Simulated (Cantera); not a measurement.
## Equilibrium for metals in furnace atmospheres: Fe + CO

Charge: 1 mol Fe, 0.28 mol CO, held at 1950 K.

Cantera equilibrium calculation (NASA polynomials, part measured and part estimated; ideal gas, pure solids and liquids). Candidate condensed phases: C, Fe, Fe(CO)₅, FeO, Fe₂O₃, Fe₃O₄; 15 gas species. Iron dissolves carbon and melts from about 1420 K in contact with it, which pure phases cannot show. Condensed phases not in the tables: cementite and carbon dissolved in iron. Equilibrium is a limit: real reactors are often held back by kinetics, nucleation or transport.

| P (Pa) | x CO | x Fe | x CO₂ | x C | x C₃O₂ | n Fe(l) | n C(graphite) |
|---|---|---|---|---|---|---|---|
| 10 | 0.219 | 0.781 | 3.51e-9 | 4.49e-9 | <1e-12 | 0 | 0 |
| 61 | 0.664 | 0.336 | 1.60e-8 | 9.11e-9 | <1e-12 | 0.858 | 0 |
| 370 | 0.945 | 0.0554 | 1.08e-7 | 2.72e-9 | <1e-12 | 0.984 | 0 |
| 2200 | 0.991 | 0.00931 | 7.06e-7 | 4.58e-10 | 6.46e-12 | 0.997 | 0 |
| 13000 | 0.998 | 0.00158 | 4.24e-6 | 7.76e-11 | 3.87e-11 | 1.000 | 0 |
| 82000 | 1.000 | 0.000250 | 2.68e-5 | 1.23e-11 | 2.45e-10 | 1.000 | 0 |
| 500000 | 1.000 | 4.10e-5 | 0.000163 | 2.02e-12 | 1.49e-9 | 1.000 | 4.57e-5 |
| 3000000 | 0.999 | 6.83e-6 | 0.000979 | <1e-12 | 8.95e-9 | 1.000 | 0.000274 |
x: gas mole fraction; n: condensed amount in mol.

At 10.0 Pa nothing is condensed. From 61.0 Pa to 0.820 bar the condensed part is Fe(l). From 5.00 bar to 30.0 bar the condensed part is C(graphite) + Fe(l). The main Fe-bearing gas is Fe throughout.
